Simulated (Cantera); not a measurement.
Feed: 1 mol SiHCl3, 0.56 mol C2H4, 100 mol H2, at 7.50 Torr.

Cantera equilibrium calculation (NASA polynomials, part measured and part estimated; ideal gas, pure solids and liquids). Candidate condensed phases: C, C6H6, C7H8, C8H18, Si, SiC; 109 gas species. The tables' values for SiCl are old estimates; treat these amounts as uncertain. Equilibrium is a limit: real reactors are often held back by kinetics, nucleation or transport.

Q: At 1777 °C, list the 7 most abundant gas species with their mole fractions, and the condensed phases.

A: H2 0.948, HCl 0.0280, H 0.0221, C2H2 (acetylene) 0.000933, Si 0.000527, Cl 0.000483, SiCl2 0.000127. Condensed: SiC(s).
